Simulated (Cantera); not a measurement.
Input (Python, Cantera) and output of one run.

```python
import numpy as np
import cantera as ct

gas_names = [...]  # 83 gases of nasa_gas.yaml made of C, H, S
cond_names = """
    C(gr) C6H6(L) C7H8(L) C8H18(L),n-octa S(cr1) S(cr2) S(L)
""".split()


# ... load() reads the species with a 1 bar reference pressure and builds the phases ...
atoms = {
    'CS2': {'C': 1, 'S': 2},
    'H2': {'H': 2},
}
top_T = {'C(gr)': 4500}  # K; cautious upper limits of use, not melting points


# ... equilibrate(T, P, feed) seeds the gas with the atoms and calls Mixture.equilibrate('TP', solver="gibbs", rtol=1e-10, max_steps=50000) ...
results = []
feed = {'CS2': 1, 'H2': 0.54}  # mol
P = 5700000  # Pa
for T in [923, 1123, 1323, 1523, 1723, 1923, 2123, 2323]:
    mix = equilibrate(T, P, feed)
    results.append((T, P, feed, dict(zip(mix.species_names, mix.species_moles))))

top = {s: max(r[3][s] / sum(r[3][g] for g in gas_names) for r in results) for s in gas_names}
cols = sorted((s for s in top if top[s] > 1e-06), key=lambda s: -top[s])[:6]
seen = [c for c in cond_names if any(r[3].get(c, 0) > 1e-12 for r in results)]
print("log10 of partial pressures in bar; condensed amounts in mol")
print(f"{'T/K':>10s}" + "".join(f"{s[:9]:>10s}" for s in cols + seen))
for T, P, feed, n in results:
    ng = sum(n[g] for g in gas_names)
    print(f"{T:10.4g}" + "".join(f"{np.log10(max(n[s] / ng * P / 1e5, 1e-99)):10.3f}" for s in cols)
          + "".join(f"{n.get(c, 0):10.4g}" for c in seen))
```

It prints:

```
log10 of partial pressures in bar; condensed amounts in mol
       T/K       H2S       CS2        H2        S2        CS        SH     C(gr)      S(L)
       923     1.577     1.211    -1.086     0.278    -7.328    -3.816    0.7684    0.8296
      1123     1.378     1.457    -0.552     0.624    -4.987    -2.624     0.361         0
      1323     1.360     1.449     0.034     0.687    -3.450    -1.776    0.3669         0
      1523     1.319     1.446     0.439     0.735    -2.322    -1.165    0.3623         0
      1723     1.251     1.444     0.712     0.775    -1.460    -0.713    0.3485         0
      1923     1.160     1.443     0.890     0.807    -0.781    -0.374    0.3295         0
      2123     1.053     1.438     1.004     0.830    -0.236    -0.117    0.3075         0
      2323     0.937     1.425     1.073     0.842     0.209     0.079    0.2785         0
```

These are equilibrium values from Cantera (NASA tables, ideal gas, pure condensed phases), not measurements of a reactor. The ideal-gas law is rough above about 30 bar. Gases not in the tables: S3 to S7.
